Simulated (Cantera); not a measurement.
Adiabatic ignition

An adiabatic, constant-pressure homogeneous reactor starts with 10.8 % CH₄, 10.8 % O₂, 69.0 % N₂, 9.48 % CO₂, equivalence ratio 2.0, at 1000 K and 5.00 bar.

Cantera simulation using GRI-Mech 3.0 (53 species, 325 reactions); the numbers are that mechanism's predictions, not measurements.

```tsv
t (s)	T (K)	x CH₄	x O₂	x CO₂	x C₂H₂	x C₂H₆
8.00e-6	1000	0.108	0.108	0.0948	<1e-12	<1e-12
2.97e-5	1000	0.108	0.108	0.0948	<1e-12	<1e-12
0.000110	1000	0.108	0.108	0.0948	<1e-12	<1e-12
0.000410	1000	0.108	0.108	0.0948	<1e-12	1.41e-11
0.00152	1000	0.108	0.108	0.0948	<1e-12	1.04e-9
0.00566	1000	0.108	0.108	0.0948	<1e-12	9.17e-8
0.0210	1000	0.108	0.108	0.0948	<1e-12	1.18e-6
0.0780	1000	0.108	0.108	0.0948	3.42e-12	7.42e-6
0.290	1003	0.107	0.107	0.0948	9.67e-10	9.54e-5
1.08	1696	0.000682	2.16e-10	0.0616	0.000172	3.15e-8
4.00	1691	4.32e-7	1.93e-10	0.0608	9.71e-11	<1e-12
```
x: mole fraction; the columns are a selection and need not sum to one.

| Item | Value |
|---|---|
| time of steepest temperature rise | 0.449 s |
| temperature at 4.00 s | 1691 K |
| equilibrium temperature | 1691 K |
| x(CH₄) at 4.00 s | 4.32e-7 (gas-phase equilibrium 5.35e-9) |
| x(O₂) at 4.00 s | 1.93e-10 (gas-phase equilibrium 1.93e-10) |
| x(CO₂) at 4.00 s | 0.0608 (gas-phase equilibrium 0.0608) |
